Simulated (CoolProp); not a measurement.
Vapour-liquid equilibrium of R125 (1) + R236EA (2) at 0.746 MPa; x and y are mole fractions of (1).

Computed with CoolProp (multi-fluid Helmholtz-energy mixture model, Lemmon 2005 and Rui 2013; pair parameters Bell 2016).

Task: Give the bubble temperature and the first vapour's composition at x = 0.2, 0.275, 0.35. Is there an azeotrope?

Result: x = 0.2: 46.3 °C, y = 0.512; x = 0.275: 39.8 °C, y = 0.625; x = 0.35: 34.0 °C, y = 0.711. No azeotrope shows between x = 0.05 and 0.95.

Pair parameters are fitted to limited data, so mixtures are less certain than the pure fluids.
